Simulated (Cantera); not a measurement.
An isothermal, constant-pressure homogeneous reactor starts with 80.0 % N₂O, 20.0 % N₂, at 1200 K and 1.20 bar.

Detailed kinetics in Cantera: GRI-Mech 3.0 (53 species, 325 reactions). GRI-Mech 3.0 was tuned for natural gas; its chemistry of N2O as a main component is partial and can be far from experiment. The mechanism lacks the step 2 NO + O2 → 2 NO2, which can matter for NO2 below about 1400 K. The temperature is held fixed by assumption; the heat of reaction is taken as removed at once.

x: mole fraction; the columns are a selection and need not sum to one.

```csv
t (s),x N₂O,x N₂,x O₂,x NO₂,x NO,x O
0.000200,0.800,0.200,4.79e-5,1.29e-9,1.12e-5,1.71e-6
0.000485,0.800,0.200,0.000118,7.79e-9,2.77e-5,1.71e-6
0.00118,0.799,0.201,0.000289,4.55e-8,6.76e-5,1.71e-6
0.00285,0.798,0.201,0.000701,2.56e-7,0.000164,1.70e-6
0.00691,0.795,0.203,0.00170,1.34e-6,0.000396,1.70e-6
0.0168,0.787,0.208,(withheld),(withheld),(withheld),1.70e-6
0.0406,0.770,0.218,0.00974,2.21e-5,0.00225,1.68e-6
0.0985,0.729,(withheld),(withheld),(withheld),(withheld),1.63e-6
0.239,0.643,0.295,0.0502,0.000144,0.0113,1.53e-6
0.579,0.489,0.389,0.100,0.000285,0.0216,1.31e-6
1.40,0.280,0.517,0.169,0.000451,0.0336,9.38e-7
3.40,0.0991,0.630,0.230,0.000553,0.0405,4.52e-7
8.25,0.0144,0.684,0.259,0.000608,0.0411,9.05e-8
20.0,0.000231,0.694,0.265,0.000820,0.0407,1.30e-8
```

Q: Fill in the missing entries.

A: 
- 0.0168, x O₂: 0.00409
- 0.0168, x NO₂: 6.12e-6
- 0.0168, x NO: 0.000951
- 0.0985, x N₂: 0.243
- 0.0985, x O₂: 0.0227
- 0.0985, x NO₂: 6.18e-5
- 0.0985, x NO: 0.00520
